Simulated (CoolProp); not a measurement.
n-decane along the isotherm 324.85 °C: density (kg/m³) from the reference equation and from simpler models built on Tc = 344.5 °C, pc = 21.01 bar, ω = 0.488; each cubic takes its own stable root.

Computed with CoolProp (reference Helmholtz-energy equation of state, Lemmon 2006). It is a short technical equation, of lower accuracy than the large ones.

```
p (bar)   phase  reference  van der Waals  Redlich-Kwong  Soave-Redlich-Kwong  Peng-Robinson
-------  ------  ---------  -------------  -------------  -------------------  -------------
4.78        gas      15.18          14.84          15.04                15.09          15.23
9.55        gas      35.02          32.95          34.00                34.31          35.05
14.3        gas      67.05          57.66          61.34                63.02          65.44
19.1     liquid      403.0          220.0          283.4                305.8          342.8
23.9     liquid      418.4          246.0          309.7                325.1          364.1
28.7     liquid      429.3          259.6          326.6                339.0          379.5
33.4     liquid      437.8          269.3          339.2                349.9          391.6
38.2     liquid      445.0          277.0          349.8                359.3          402.1
43       liquid      451.3          283.5          358.8                367.5          411.1
47.8     liquid      456.9          289.1          366.8                374.8          419.2
52.5     liquid      461.8          294.0          373.7                381.2          426.3
```
